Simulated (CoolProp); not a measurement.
Ammonia along the isobar 17.2 MPa: density (kg/m³) from the reference equation and from simpler models built on Tc = 405.6 K, pc = 11.36 MPa, ω = 0.256; each cubic takes its own stable root.

Values from CoolProp's reference Helmholtz-energy equation of state, Gao 2020.

```json
[
 {"T (K)": "327.4", "phase": "liquid", "reference": "574.9"},
 {"T (K)": "342.3", "phase": "liquid", "reference": "551.2"},
 {"T (K)": "357.2", "phase": "liquid", "reference": "525.1"},
 {"T (K)": "372", "phase": "liquid", "reference": "496.0"},
 {"T (K)": "386.9", "phase": "liquid", "reference": "461.9"},
 {"T (K)": "401.8", "phase": "liquid", "reference": "419.0"},
 {"T (K)": "416.6", "phase": "supercritical", "reference": "357.6"},
 {"T (K)": "431.5", "phase": "supercritical", "reference": "248.5"},
 {"T (K)": "446.4", "phase": "supercritical", "reference": "165.9"},
 {"T (K)": "461.3", "phase": "supercritical", "reference": "133.4"}
]
```

How far does each simpler model (van der Waals, Redlich-Kwong, Soave-Redlich-Kwong, Peng-Robinson) lie from the reference over these 10 states: mean and median of the absolute difference, and the worst?


- van der Waals: mean 32.5 %, median 40.9 %, worst -44.9 % at 327.4 K and 17.2 MPa
- Redlich-Kwong: mean 19.0 %, median 24.5 %, worst -26.2 % at 401.8 K and 17.2 MPa
- Soave-Redlich-Kwong: mean 20.7 %, median 22.0 %, worst -27.1 % at 416.6 K and 17.2 MPa
- Peng-Robinson: mean 12.7 %, median 12.7 %, worst -20.1 % at 416.6 K and 17.2 MPa
